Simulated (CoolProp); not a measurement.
Vapour-liquid equilibrium of n-hexane (1) + toluene (2) at 424.3 K; x and y are mole fractions of (1).

Computed with CoolProp (multi-fluid Helmholtz-energy mixture model, Thol 2019 and Lemmon 2006; pair parameters Bell 2016).

```
x      bubble pressure, mixture model (MPa)  bubble pressure, Raoult's law (MPa)  y, mixture model  y, Raoult's law
-----  ------------------------------------  -----------------------------------  ----------------  ---------------
0.05                                 0.3172                               0.3070             0.143            0.125
0.125                                0.3648                               0.3436             0.300            0.280
0.2                                  0.4082                               0.3802             0.415            0.405
0.275                                0.4483                               0.4168             0.505            0.508
0.35                                 0.4858                               0.4533             0.579            0.595
0.425                                0.5214                               0.4899             0.642            0.668
0.5                                  0.5555                               0.5265             0.698            0.732
0.575                                0.5886                               0.5631             0.749            0.787
0.65                                 0.6210                               0.5997             0.797            0.835
0.725                                0.6530                               0.6362             0.842            0.878
0.8                                  0.6849                               0.6728             0.886            0.916
0.875                                0.7168                               0.7094             0.929            0.950
0.95                                 0.7488                               0.7460             0.972            0.981
```

The largest gap from Raoult's law is +7.6 % in bubble pressure, at x = 0.275. No azeotrope shows between x = 0.05 and 0.95.

The pair parameters rest on a limited set of measurements; away from them the model extrapolates.
